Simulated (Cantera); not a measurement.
An adiabatic, constant-volume homogeneous reactor starts with CO : H2 : O2 : N2 = 1 : 0.084 : 0.63 : 2.37 (molar parts), equivalence ratio 0.86, at 1725 K and 0.336 atm. Integrator tolerance rtol = 1e-08.

Computed with Cantera and GRI-Mech 3.0 (53 species, 325 reactions).

**Question.** What does this change do: constant pressure in place of constant volume?

**Answer.** 
```json
[
 {"quantity": "time of steepest temperature rise", "before": "87.3 µs", "after": "57.3 µs"},
 {"quantity": "temperature at 0.800 s", "before": "2801 K", "after": "2710 K"},
 {"quantity": "equilibrium temperature", "before": "2801 K", "after": "2710 K"},
 {"quantity": "x(CO) at 0.800 s", "before": "0.119 (gas-phase equilibrium 0.119)", "after": "0.110 (gas-phase equilibrium 0.110)"},
 {"quantity": "x(H2) at 0.800 s", "before": "0.00156 (gas-phase equilibrium 0.00156)", "after": "0.00147 (gas-phase equilibrium 0.00147)"},
 {"quantity": "x(O2) at 0.800 s", "before": "0.0634 (gas-phase equilibrium 0.0634)", "after": "0.0615 (gas-phase equilibrium 0.0615)"},
 {"quantity": "x(O) at 0.800 s", "before": "0.0192 (gas-phase equilibrium 0.0192)", "after": "0.0161 (gas-phase equilibrium 0.0161)"},
 {"quantity": "x(HO2) at 0.800 s", "before": "3.56e-6 (gas-phase equilibrium 3.56e-6)", "after": "2.68e-6 (gas-phase equilibrium 2.68e-6)"},
 {"quantity": "x(H) at 0.800 s", "before": "0.00453 (gas-phase equilibrium 0.00453)", "after": "0.00392 (gas-phase equilibrium 0.00392)"}
]
```
